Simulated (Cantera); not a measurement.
Adiabatic ignition

An adiabatic, constant-volume homogeneous reactor starts with 21.4 % H2, 16.4 % O2, 61.8 % N2, 0.427 % NO, at 1223 K and 0.987 atm.

Computed with Cantera and GRI-Mech 3.0 (53 species, 325 reactions). The mechanism lacks 2 NO + O2 → 2 NO2 and HONO, so NO2 and the effect of NO are under-described below about 1400 K.

| t (s) | T (K) | P (bar) | x H2 | x O2 | x NO | x N2O | x OH |
|---|---|---|---|---|---|---|---|
| 5.00e-6 | 1223 | 1.00 | 0.214 | 0.164 | 0.00427 | 8.50e-11 | 5.65e-9 |
| 1.61e-5 | 1223 | 1.00 | 0.214 | 0.164 | 0.00427 | 4.34e-9 | 5.83e-7 |
| 5.15e-5 | 2237 | 1.72 | 0.0258 | 0.0628 | 0.00456 | 2.66e-7 | 0.0285 |
| 0.000165 | 2752 | 2.05 | 0.0109 | 0.0590 | 0.00569 | 1.05e-6 | 0.0261 |
| 0.000531 | 2749 | 2.05 | 0.0109 | 0.0576 | 0.00869 | 1.07e-6 | 0.0257 |
| 0.00171 | 2742 | 2.04 | 0.0108 | 0.0554 | 0.0137 | 1.14e-6 | 0.0250 |
| 0.00548 | 2739 | 2.04 | 0.0108 | 0.0545 | 0.0159 | 1.17e-6 | 0.0247 |
| 0.0176 | 2739 | 2.04 | 0.0108 | 0.0545 | 0.0159 | 1.17e-6 | 0.0247 |
| 0.0565 | 2739 | 2.04 | 0.0108 | 0.0545 | 0.0159 | 1.17e-6 | 0.0247 |
| 0.181 | 2739 | 2.04 | 0.0108 | 0.0545 | 0.0159 | 1.17e-6 | 0.0247 |
| 0.582 | 2739 | 2.04 | 0.0108 | 0.0545 | 0.0159 | 1.17e-6 | 0.0247 |
| 1.87 | 2739 | 2.04 | 0.0108 | 0.0545 | 0.0159 | 1.17e-6 | 0.0247 |
| 6.00 | 2739 | 2.04 | 0.0108 | 0.0545 | 0.0159 | 1.17e-6 | 0.0247 |
x: mole fraction; the columns are a selection and need not sum to one.

| Item | Result |
|---|---|
| time of steepest temperature rise | 39.4 µs |
| temperature at 6.00 s | 2739 K |
| equilibrium temperature | 2739 K |
| x(H2) at 6.00 s | 0.0108 (gas-phase equilibrium 0.0108) |
| x(O2) at 6.00 s | 0.0545 (gas-phase equilibrium 0.0545) |
| x(NO) at 6.00 s | 0.0159 (gas-phase equilibrium 0.0159) |
